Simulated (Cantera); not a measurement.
## Low-pressure radical oxidation in H2/O2

An isothermal, constant-pressure homogeneous reactor starts with 20.0 % H2, 80.0 % O2, equivalence ratio 0.12, at 1100 K and 0.0267 bar.

Model: the H2/O2 subset of GRI-Mech 3.0, which has no nitrogen chemistry, integrated in Cantera. Radical loss at walls, strong at low pressure, is not modelled. The temperature is held fixed by assumption; the heat of reaction is taken as removed at once.

```json
[
 {"t (s)": "6.00e-5", "x H2": "0.200", "x O2": "0.800", "x OH": "6.19e-10", "x H": "2.54e-9", "x H2O2": "<1e-12"},
 {"t (s)": "0.000167", "x H2": "0.200", "x O2": "0.800", "x OH": "6.94e-9", "x H": "2.42e-8", "x H2O2": "6.67e-12"},
 {"t (s)": "0.000465", "x H2": "0.200", "x O2": "0.800", "x OH": "1.93e-6", "x H": "6.60e-6", "x H2O2": "1.17e-10"},
 {"t (s)": "0.00129", "x H2": "0.0187", "x O2": "0.711", "x OH": "0.00874", "x H": "0.0694", "x H2O2": "8.43e-7"},
 {"t (s)": "0.00360", "x H2": "0.00421", "x O2": "0.754", "x OH": "0.00464", "x H": "0.0142", "x H2O2": "9.27e-7"},
 {"t (s)": "0.0100", "x H2": "0.000542", "x O2": "0.775", "x OH": "0.00150", "x H": "0.000545", "x H2O2": "8.52e-7"},
 {"t (s)": "0.0278", "x H2": "5.33e-5", "x O2": "0.777", "x OH": "0.000467", "x H": "1.69e-5", "x H2O2": "4.11e-7"},
 {"t (s)": "0.0775", "x H2": "6.98e-6", "x O2": "0.778", "x OH": "0.000180", "x H": "9.51e-7", "x H2O2": "1.57e-7"},
 {"t (s)": "0.216", "x H2": "1.31e-6", "x O2": "0.778", "x OH": "8.28e-5", "x H": "9.16e-8", "x H2O2": "5.95e-8"},
 {"t (s)": "0.600", "x H2": "3.20e-7", "x O2": "0.778", "x OH": "4.24e-5", "x H": "1.23e-8", "x H2O2": "2.27e-8"},
 {"t (s)": "1.67", "x H2": "9.16e-8", "x O2": "0.778", "x OH": "2.32e-5", "x H": "2.02e-9", "x H2O2": "8.62e-9"},
 {"t (s)": "4.64", "x H2": "2.89e-8", "x O2": "0.778", "x OH": "1.32e-5", "x H": "3.70e-10", "x H2O2": "3.24e-9"},
 {"t (s)": "12.9", "x H2": "9.74e-9", "x O2": "0.778", "x OH": "7.70e-6", "x H": "7.42e-11", "x H2O2": "1.22e-9"},
 {"t (s)": "35.9", "x H2": "3.74e-9", "x O2": "0.778", "x OH": "4.77e-6", "x H": "1.78e-11", "x H2O2": "5.05e-10"},
 {"t (s)": "100", "x H2": "2.18e-9", "x O2": "0.778", "x OH": "3.61e-6", "x H": "7.96e-12", "x H2O2": "3.07e-10"}
]
```
x: mole fraction; the columns are a selection and need not sum to one.

Equilibrium at this temperature and pressure: H2 2.05e-9, O2 0.778, OH 3.49e-6, H 7.21e-12, H2O2 2.89e-10 (gas phase only).
